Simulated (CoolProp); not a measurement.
Carbon dioxide at several states: Z from the reference equation and from simpler models built on Tc = 31.0 °C, pc = 7.377 MPa, ω = 0.224; each cubic takes its own stable root.

The numbers come from the reference Helmholtz-energy equation of state, Span 1996 in CoolProp.

| T (°C) | p (MPa) | phase | reference |
|---|---|---|---|
| 640.45 | 1.48 | gas | 1.003 |
| 112.85 | 0.567 | gas | 0.9883 |
| 4.05 | 33.4 | liquid | 0.6068 |
| 388.95 | 9.83 | supercritical | 0.9954 |
| 251.25 | 36.7 | supercritical | 0.9487 |

Q: How far does each simpler model (Redlich-Kwong, Soave-Redlich-Kwong, Peng-Robinson) lie from the reference over these 5 states: mean and median of the absolute difference, and the worst?

A: 
- Redlich-Kwong: mean 2.9 %, median 1.7 %, worst +8.2 % at 4.05 °C and 33.4 MPa
- Soave-Redlich-Kwong: mean 3.2 %, median 1.9 %, worst +7.0 % at 251.25 °C and 36.7 MPa
- Peng-Robinson: mean 1.3 %, median 0.3 %, worst -4.5 % at 4.05 °C and 33.4 MPa
